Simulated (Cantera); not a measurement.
A closed system holds: 1 mol MgCl2, 5.8 mol H2, equilibrated at 1750 K and 38.0 Pa.

These are equilibrium values from Cantera (NASA tables, ideal gas, pure condensed phases), not measurements of a reactor. Candidate condensed phases: Mg, MgCl2; 10 gas species. The tables' values for MgH are old estimates; treat these amounts as uncertain. Kinetics and transport are ignored.

Base state: H2 0.719, HCl 0.133, MgCl2 0.0677, Mg 0.0663, H 0.0101, MgCl 0.00223, Cl 0.00145, MgH 1.43e-5 (mole fractions); condensed: gas only.

Q: What changes in the equilibrium state with this change: pressure from 38.0 Pa to 24.0 Pa?

A: 
```csv
species,before,after
H2,0.719,0.703
HCl,0.133,0.147
Mg,0.0663,0.0736
MgCl2,0.0677,0.0592
H,0.0101,0.0126
Cl,0.00145,0.00204
MgH,1.43e-5,1.25e-5
MgCl,0.00223,0.00219
```
